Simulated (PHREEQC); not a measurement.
Dissolve 140 mmol/kgw NaHSO4 and 0.11 mmol/kgw ZnSO4 at 25 °C. Closed to the air; pH follows from the charge balance.

The numbers come from PHREEQC with the ion-association model, phreeqc.dat.

Each row changes one thing in this solution. This is a speciation only: nothing precipitates in the calculation.

```tsv
case	pH	ionic strength (mol/kgw)	HSO4- (mol/kgw)	SO4-2 (mol/kgw)	NaSO4- (mol/kgw)	Zn+2 (mol/kgw)
as made	1.34	0.239	0.0818	0.0493	0.00893	5.08e-5
ZnSO4 from 0.00011 to 1.1e-05 mol/kgw	1.34	0.239	0.0818	0.0493	0.00892	5.08e-6
0.088 mol/kgw H2SO4 added	0.95	0.324	0.173	0.0477	0.00781	5.91e-5
temperature from 25 to 70 °C	1.52	0.203	0.102	0.0312	0.00701	6.15e-5
0.008 mol/kgw Ca(NO3)2 added	1.33	0.253	0.0795	0.0481	0.00856	5.30e-5
```

Complexes and solids missing from the database can't appear. Away from 25 °C the constants follow the database's enthalpies or fits; those with neither stay at their 25 °C values.
